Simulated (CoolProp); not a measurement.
A simple Rankine cycle with benzene: condensing at 325.15 K, boiler at 4.34 MPa, turbine inlet 554.2 K, turbine efficiency 0.75, pump efficiency 0.8, no recuperator. Each further row changes one setting.

Computed with CoolProp (reference Helmholtz-energy equation of state, Thol 2012).

| case | thermal efficiency (%) | net work (kJ/kg) | heat in (kJ/kg) | turbine exit temperature (K) | volume ratio over the turbine |
|---|---|---|---|---|---|
| as stated | 21.1 | 139 | 655 | 402.8 | 166 |
| turbine inlet 574.2 K | 21.4 | 155 | ___ | ___ | 136 |
| condensing temperature 317.15 K | ___ | ___ | 670 | 396.5 | 224 |
| boiler pressure 3.04 MPa | 20.5 | 147 | 715 | ___ | 84.4 |
| turbine efficiency 0.65 | 18.2 | 119 | 655 | 415.8 | 172 |

Problem. What belongs in the gaps?

Solution. 
- turbine inlet 574.2 K, heat in (kJ/kg): 724
- turbine inlet 574.2 K, turbine exit temperature (K): 437.2
- condensing temperature 317.15 K, thermal efficiency (%): 22.0
- condensing temperature 317.15 K, net work (kJ/kg): 148
- boiler pressure 3.04 MPa, turbine exit temperature (K): 436.6
